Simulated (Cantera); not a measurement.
**Silicon etching in halogen gases: Si + Br2**

Feed: 1 mol Si, 1.7 mol Br2.

Cantera equilibrium calculation (NASA polynomials, part measured and part estimated; ideal gas, pure solids and liquids). Candidate condensed phases: Br2, Si; 9 gas species. The tables' values for SiBr3 are old estimates. Equilibrium is a limit: real reactors are often held back by kinetics, nucleation or transport.

Map the stable condensed phases over T = 700, 775, 850, 925, 1000, 1075, 1150, 1225, 1300, 1375, 1450, 1525, 1600, 1675 K and P in Pa = 1, 3.2, 10, 32, 100, 320, 1000, 3200, 10000, 32000, 100000.


```
T in K \ P in Pa
              1    3.2     10     32    100    320   1000   3200  10000  32000 100000
   1675       A      B      B      B      B      B      B      B      B      B      B
   1600       B      B      B      B      B      B      B      B      B      B      B
   1525       B      B      B      B      B      B      B      B      B      B      B
   1450       B      B      B      B      B      B      B      B      B      B      B
   1375       B      B      B      B      B      B      B      B      B      B      A
   1300       B      B      B      B      B      B      B      B      B      A      A
   1225       B      B      B      B      B      B      B      A      A      A      A
   1150       B      B      B      B      B      A      A      A      A      A      A
   1075       B      B      B      B      A      A      A      A      A      A      A
   1000       B      A      A      A      A      A      A      A      A      A      A
    925       A      A      A      A      A      A      A      A      A      A      A
    850       A      A      A      A      A      A      A      A      A      A      A
    775       A      A      A      A      A      A      A      A      A      A      A
    700       A      A      A      A      A      A      A      A      A      A      A
```
A: Si; B: gas only.
